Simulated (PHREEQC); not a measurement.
**Brine: speciation**

Solution (20 °C and 50 atm): 0.63 mol/kgw KCl and 0.16 mol/kgw CaCl2. It is in equilibrium with CO2 at log p = -3.4 (atm). Otherwise closed; pH follows from the charge balance.

Equilibrium calculation in PHREEQC: Pitzer model, pitzer.dat.

Each row changes one thing in this solution. Precipitation was switched off in this run.

| case | pH | CO2 (mol/kgw) | HCO3- (mol/kgw) | CO3-2 (mol/kgw) |
|---|---|---|---|---|
| as made | 5.56 | 1.30e-5 | 3.16e-6 | 6.51e-10 |
| CaCl2 from 0.16 to 0.08 mol/kgw | 5.56 | 1.33e-5 | 3.35e-6 | 4.09e-10 |
| diluted 10-fold with water | 5.59 | 1.44e-5 | 3.21e-6 | 1.49e-10 |
| temperature from 20 to 40 °C | [?] | 7.88e-6 | 2.75e-6 | 1.02e-9 |
| KCl left out | [?] | 1.38e-5 | 3.14e-6 | 7.01e-10 |
| diluted 100-fold with water | 5.59 | 1.45e-5 | 2.83e-6 | 6.89e-11 |
| CaCl2 left out | 5.56 | 1.37e-5 | 3.54e-6 | 2.29e-10 |

**Question.** Fill in the missing entries.

**Answer.** 
- temperature from 20 to 40 °C, pH: 5.64
- KCl left out, pH: 5.61

In brines, pH and single-ion activities rest on the MacInnes convention. Under pressure, the constants of complexes without a molar volume in the database are unreliable. Away from 25 °C the constants follow the database's enthalpies or fits; those with neither stay at their 25 °C values.
